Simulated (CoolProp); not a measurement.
Properties of isohexane along the isotherm 550 K.

The numbers come from the reference Helmholtz-energy equation of state, Lemmon 2006 in CoolProp. It is a short technical equation, of lower accuracy than the large ones.

| p (kPa) | phase | cp (kJ/(kg K)) | cv (kJ/(kg K)) | isothermal compressibility (1/MPa) | expansivity (1/kK) |
|---|---|---|---|---|---|
| 285 | gas | 2.758 | 2.649 | 3.593 | 1.973 |
| 570 | gas | 2.778 | 2.656 | 1.844 | 2.151 |
| 856 | gas | 2.802 | 2.663 | 1.263 | 2.355 |
| 1140 | gas | ___ | 2.670 | ___ | ___ |
| 1430 | gas | 2.861 | 2.678 | 0.8067 | 2.869 |
| 1710 | gas | ___ | 2.686 | 0.6995 | 3.185 |
| 2000 | gas | 2.940 | 2.695 | 0.6233 | 3.572 |
| 2280 | gas | 2.991 | 2.704 | 0.5712 | 4.017 |
| 2570 | gas | 3.053 | 2.714 | 0.5325 | 4.571 |
| 2850 | gas | 3.126 | 2.724 | 0.5059 | 5.217 |
| 3140 | supercritical | 3.219 | 2.735 | 0.4870 | 6.032 |
| 3420 | supercritical | 3.328 | 2.746 | 0.4751 | 6.992 |
| 3710 | supercritical | ___ | 2.758 | 0.4679 | 8.205 |
| 3990 | supercritical | 3.633 | 2.770 | 0.4641 | 9.621 |
| 4280 | supercritical | 3.838 | 2.781 | 0.4610 | 11.34 |
| 4560 | supercritical | 4.060 | 2.791 | 0.4539 | ___ |

Fill in the missing entries.


- 1140, cp (kJ/(kg K)): 2.829
- 1140, isothermal compressibility (1/MPa): 0.9778
- 1140, expansivity (1/kK): 2.590
- 1710, cp (kJ/(kg K)): 2.897
- 3710, cp (kJ/(kg K)): 3.468
- 4560, expansivity (1/kK): 13.15
